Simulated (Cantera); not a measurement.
Charge: 1 mol SiH₂Cl₂, 0.21 mol N₂, 23 mol H₂, at 773.15 K and 1.00 bar.

Equilibrium computed with Cantera from the NASA thermochemical tables; the gas is ideal and each condensed phase is pure. Candidate condensed phases: NH₄Cl, Si, Si₃N₄; 28 gas species. N₂ is the only nitrogen source here; it is nearly inert below about 1500 K, so the nitride shown seldom forms there in practice. Kinetics and transport are ignored.

Base state: H₂ 0.976, SiHCl₃ 0.0119, SiCl₄ 0.0109, SiH₂Cl₂ 0.00101, HCl 0.000561, SiH₃Cl 1.92e-5 (mole fractions); condensed: Si(s) + Si₃N₄(s).

Q: What changes in the equilibrium state with this change: H₂ from 23 to 0.72 mol?

A: 
```csv
species,before,after
H₂,0.976,0.747
SiCl₄,0.0109,0.167
SiHCl₃,0.0119,0.0811
SiCl₃,4.77e-6,3.71e-5
SiH₂Cl₂,0.00101,0.00302
HCl,0.000561,0.000973
"Si(s), mol",0.103,0.138
"Si₃N₄(s), mol",0.105,0.105
```
The tables' values for SiCl₃ are old estimates; treat these amounts as uncertain.
